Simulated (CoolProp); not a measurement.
Toluene along the isobar 2530 kPa: Z from the reference equation and from simpler models built on Tc = 591.7 K, pc = 4126 kPa, ω = 0.266; each cubic takes its own stable root.

The numbers come from the reference Helmholtz-energy equation of state, Lemmon 2006 in CoolProp. It is a short technical equation, of lower accuracy than the large ones.

```tsv
T (K)	phase	reference	van der Waals	Redlich-Kwong	Soave-Redlich-Kwong	Peng-Robinson
444.7	liquid	0.08793	0.1471	0.1030	0.09871	0.08719
453.6	liquid	0.08749	0.1464	0.1029	0.09847	0.08696
462.4	liquid	0.08715	0.1460	0.1030	0.09838	0.08686
471.3	liquid	0.08691	0.1457	0.1032	0.09847	0.08691
480.2	liquid	0.08679	0.1458	0.1036	0.09874	0.08714
489.1	liquid	0.08679	0.1461	0.1042	0.09922	0.08756
498	liquid	0.08694	0.1468	0.1051	0.09996	0.08821
506.9	liquid	0.08726	0.1479	0.1064	0.1010	0.08913
515.7	liquid	0.08778	0.1496	0.1080	0.1024	0.09038
524.6	liquid	0.08856	0.1522	0.1102	0.1043	0.09207
```
